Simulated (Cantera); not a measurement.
Charge: 1 mol SiCl4, 0.19 mol N2O, 47 mol H2, held at 1650 °C and 430 Pa.

Equilibrium computed with Cantera from the NASA thermochemical tables; the gas is ideal and each condensed phase is pure. The tables' values for SiCl, SiCl3 are old estimates; treat these amounts as uncertain. Gases not in the tables: Si2H6 and higher silanes. The numbers say what is thermodynamically allowed, not how fast it happens.

| species | before | after |
|---|---|---|
| H2 | 0.904 | 0.956 |
| HCl | 0.0587 | 0.0317 |
| SiCl4 | 1.97e-8 | 0.0126 |
| H | 0.0137 | <1e-9 |
| Si | 0.00395 | <1e-9 |
| SiO | 0.00380 | <1e-9 |
| N2 | 0.00380 | <1e-9 |
| SiCl | 0.000698 | <1e-9 |
| Cl | 0.000667 | <1e-9 |
| SiCl2 | 0.01000 | 2.80e-8 |
| Si(l), mol | 0.0589 | 0 |
| Si2N2O(s), mol | 0 | 0.190 |
Gas species are given as mole fractions.

### Question
What was changed between the two runs?
A) pressure from 430 Pa to 160 Pa
B) pressure from 430 Pa to 10000 Pa
C) pressure from 430 Pa to 18000 Pa
D) temperature from 1650 °C to 502 °C

### Answer
D, temperature from 1650 °C to 502 °C
